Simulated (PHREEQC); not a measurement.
Consider water at 83 °C with 86 mmol/kgw ZnCl2 and 0.18 mmol/kgw FeSO4. Closed to the air; pH follows from the charge balance.

Computed with PHREEQC (ion-association model, phreeqc.dat).

The pH is 4.61 and the ionic strength is 0.175 mol/kgw. The density is 0.980 g/cm³.

```json
[
 {"species": "Cl-", "molality": "0.128", "activity": "0.0893", "log γ": "-0.156"},
 {"species": "Zn+2", "molality": "0.0459", "activity": "0.0125", "log γ": "-0.563"},
 {"species": "ZnCl+", "molality": "0.0365", "activity": "0.0256", "log γ": "-0.154"},
 {"species": "ZnCl2", "molality": "0.00280", "activity": "0.00291", "log γ": "0.017"},
 {"species": "ZnCl3-", "molality": "0.000556", "activity": "0.000391", "log γ": "-0.154"},
 {"species": "Fe+2", "molality": "0.000171", "activity": "5.15e-5", "log γ": "-0.520"},
 {"species": "ZnSO4", "molality": "9.40e-5", "activity": "9.78e-5", "log γ": "0.017"},
 {"species": "ZnCl4-2", "molality": "9.39e-5", "activity": "2.57e-5", "log γ": "-0.563"},
 {"species": "SO4-2", "molality": "8.51e-5", "activity": "2.29e-5", "log γ": "-0.570"},
 {"species": "H+", "molality": "3.15e-5", "activity": "2.47e-5", "log γ": "-0.106"},
 {"species": "ZnOH+", "molality": "3.04e-5", "activity": "2.20e-5", "log γ": "-0.139"}
]
```

This is a speciation only: nothing precipitates in the calculation. At this temperature some constants are extrapolated from 25 °C, and those without enthalpy data are left unchanged.
